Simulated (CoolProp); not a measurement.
Vapour-liquid equilibrium of hydrogen sulfide (1) + n-pentane (2) at 0.0506 MPa; x and y are mole fractions of (1).

The numbers come from the multi-fluid Helmholtz-energy mixture model, Lemmon 2006 and Thol 2019; pair parameters Kunz 2012 in CoolProp.

```csv
x,bubble temperature (°C),y at the bubble point,dew temperature at overall composition x (°C),liquid density (mol/L)
0.05,-19.0,0.818,15.9,9.482
0.2,-58.2,0.988,11.6,11.08
0.35,-68.0,0.996,6.8,12.62
0.5,-70.3,0.997,0.9,14.47
0.65,-70.5,0.997,-6.5,16.94
0.8,-70.8,0.997,-17.3,20.47
0.95,-72.3,0.999,-39.8,25.95
```

No azeotrope shows between x = 0.05 and 0.95.

Pair parameters are fitted to limited data, so mixtures are less certain than the pure fluids. With so large a gap from Raoult's law the liquid may split in two, which this calculation doesn't test in full.
